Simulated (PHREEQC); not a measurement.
# Leach liquor: speciation

Solution (90 °C): 2 mmol/kgw H2SO4, 1.4 mmol/kgw Li2SO4 and 79 mmol/kgw Na2SO4. Closed to the air; pH follows from the charge balance.

Model: ion-association model, phreeqc.dat, run in PHREEQC.

Precipitation was switched off in this run.

Q: Estimate the pH, ionic strength.

A: pH 3.51; ionic strength 0.209 mol/kgw.

Q: In which forms is Na present?

A: Na+ 90 %, NaSO4- 9.8 % of the Na.

At this temperature some constants are extrapolated from 25 °C, and those without enthalpy data are left unchanged.
